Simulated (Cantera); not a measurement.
Predominance diagram of Li at 1325 K against the partial pressures of O2 and Cl2 (log10, bar). Source: NASA polynomial tables (part measured, part estimated), evaluated in Cantera. Candidates: Li(l), LiCl(l), Li2O(s). Only these pure phases compete in this equilibrium. Not in the tables: the peroxide.

```
log p(Cl2) \ log p(O2)
        columns: -19, -18.1, -17.2, -16.3, -15.4, -14.5, -13.5, -12.6, -11.7, -10.8, -9.9, -9, -8.1, -7.2, -6.3, -5.4, -4.5, -3.5, -2.6, -1.7, -0.8, 0.1, 1
      0  A A A A A A A A A A A A A A A A A A A A A A A
   -1.4  A A A A A A A A A A A A A A A A A A A A A A A
   -2.8  A A A A A A A A A A A A A A A A A A A A A A A
   -4.2  A A A A A A A A A A A A A A A A A A A A A A A
   -5.6  A A A A A A A A A A A A A A A A A A A A A A A
     -7  A A A A A A A A A A A A A A A A A A A A A A A
   -8.4  A A A A A A A A A A A A A A A A A A A A A B B
   -9.8  A A A A A A A A A A A A A A A A A B B B B B B
  -11.2  A A A A A A A A A A A A A A B B B B B B B B B
  -12.6  A A A A A A A A A A A B B B B B B B B B B B B
    -14  A A A A A A A A B B B B B B B B B B B B B B B
```

A: LiCl(l); B: Li2O(s).
